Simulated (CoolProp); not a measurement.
Vapour-liquid equilibrium of hydrogen sulfide (1) + n-hexane (2) at 259.1 K; x and y are mole fractions of (1).

The numbers come from the multi-fluid Helmholtz-energy mixture model, Lemmon 2006 and Thol 2019; pair parameters Kunz 2012 in CoolProp.

```tsv
x	bubble pressure (MPa)	y at the bubble point	dew pressure at overall composition x (MPa)	liquid density (mol/L)
0.05	0.07870	0.966	0.002854	8.000
0.15	0.2174	0.988	0.003191	8.212
0.25	0.3187	0.992	0.003617	8.672
0.35	0.3853	0.994	0.004174	9.379
0.45	0.4301	0.995	0.004933	10.36
0.55	0.4650	0.995	0.006029	11.68
0.65	0.4987	0.996	0.007749	13.44
0.75	0.5362	0.997	0.01084	15.76
0.85	0.5804	0.998	0.01805	18.83
0.95	0.6344	0.999	0.05386	22.87
```

No azeotrope shows between x = 0.05 and 0.95.

Pair parameters are fitted to limited data, so mixtures are less certain than the pure fluids. With so large a gap from Raoult's law the liquid may split in two, which this calculation doesn't test in full.
